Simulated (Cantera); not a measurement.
A closed system holds: 1 mol C2F6, 0.42 mol CH4, equilibrated at 3150 K and 81.0 mbar.

Equilibrium computed with Cantera from the NASA thermochemical tables; the gas is ideal and each condensed phase is pure. Candidate condensed phases: C, C6H6, C7H8, C8H18; 95 gas species. The feed counts by its element totals alone. Equilibrium is a limit: real reactors are often held back by kinetics, nucleation or transport.

Base state: F 0.533, HF 0.289, CF 0.0829, CF2 0.0688, C3 0.0176, H 0.00322, C 0.00243, C2 0.00184 (mole fractions); condensed: C(graphite).

**Question.** What changes in the equilibrium state with this change: temperature from 3150 K to 2975 K?

**Answer.** 
| species | before | after |
|---|---|---|
| F | 0.533 | 0.491 |
| HF | 0.289 | 0.316 |
| CF2 | 0.0688 | 0.134 |
| CF | 0.0829 | 0.0539 |
| C3 | 0.0176 | 0.00294 |
| CF4 | 2.08e-5 | 0.000259 |
| C5 | 0.000497 | 4.99e-5 |
| C4 | 8.96e-5 | 9.26e-6 |
| C(graphite), mol | 1.19 | 1.36 |
